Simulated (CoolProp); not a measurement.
Propylene along the isobar 1.34 MPa: density (kg/m³) from the reference equation and from simpler models built on Tc = 364.2 K, pc = 4.555 MPa, ω = 0.146; each cubic takes its own stable root.

Model: reference Helmholtz-energy equation of state, Lemmon 2013, in CoolProp.

```tsv
T (K)	phase	reference	van der Waals	Redlich-Kwong	Peng-Robinson
176.3	liquid	669.0	420.2	623.2	704.3
191.7	liquid	651.5	410.6	607.2	688.8
207	liquid	633.7	400.4	590.1	672.0
222.4	liquid	615.3	389.4	571.5	653.3
237.7	liquid	596.2	377.6	551.4	632.9
253.1	liquid	576.1	364.5	529.2	610.0
268.4	liquid	554.7	349.9	504.9	584.3
283.7	liquid	531.5	29.54	477.5	554.8
299.1	liquid	505.2	27.10	28.69	519.8
314.4	gas	26.61	25.14	26.16	26.78
329.8	gas	24.38	23.48	24.17	24.63
345.1	gas	22.64	22.07	22.54	22.90
360.5	gas	21.20	20.84	21.17	21.44
375.8	gas	19.99	19.77	19.99	20.21
```

At some of these states van der Waals, Redlich-Kwong gives the other phase, because its saturation line lies elsewhere.
